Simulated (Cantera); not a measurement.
What does this Cantera script print?

```python
import numpy as np
import cantera as ct

gas = ct.Solution("gri30.yaml")


def delay(T, t_max=10):
    gas.TPX = T, 1000000, {'CH4': 1, 'H2': 0.063, 'O2': 3.22, 'N2': 12.1, 'H2O': 1.7}
    reactor = ct.IdealGasConstPressureReactor(gas, clone=False)
    net = ct.ReactorNet([reactor])
    net.rtol, net.atol = 1e-8, 1e-16
    while net.time < t_max:
        t_old, T_old = net.time, reactor.T
        net.step()
        if reactor.T > T + 400:  # ignition: a rise of 400 K
            return t_old + (T + 400 - T_old) / (reactor.T - T_old) * (net.time - t_old)
    return np.nan


taus = []
for T in [1098, 1198, 1298, 1398, 1498, 1598, 1698, 1798]:
    taus.append(delay(T))
    print(f"T0 = {T:6g} K   tau = {taus[-1]:.4e} s")
```

Output:

```
T0 =   1098 K   tau = 6.6963e-03 s
T0 =   1198 K   tau = 2.0788e-03 s
T0 =   1298 K   tau = 7.8681e-04 s
T0 =   1398 K   tau = 3.2261e-04 s
T0 =   1498 K   tau = 1.3742e-04 s
T0 =   1598 K   tau = 6.0694e-05 s
T0 =   1698 K   tau = 2.8220e-05 s
T0 =   1798 K   tau = 1.4044e-05 s
```

Cantera simulation using GRI-Mech 3.0 (53 species, 325 reactions); the numbers are that mechanism's predictions, not measurements.
